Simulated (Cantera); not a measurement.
## Thermodynamics of abatement and gas-phase synthesis, feed CS2 + SO2

Feed: 1 mol CS2, 0.005 mol SO2, held at 3475 K and 10.0 mbar.

Cantera equilibrium calculation (NASA polynomials, part measured and part estimated; ideal gas, pure solids and liquids). Candidate condensed phases: C, S; 22 gas species. Kinetics and transport are ignored.

The x(S) is 0.504 and the x(CS) is 0.476. The x(C) is 0.0102. The x(CO) comes out as 0.00493 and the x(S2) is 0.00360. The x(C2) is 0.000445. The x(CS2) comes out as 0.000442. The x(C3) is 0.000163 and the gas amount comes out as 2.029 mol. The log10 activity of C(graphite) (absent) is -1.39 and the log10 activity of S(l) (absent) comes out as -4.16.
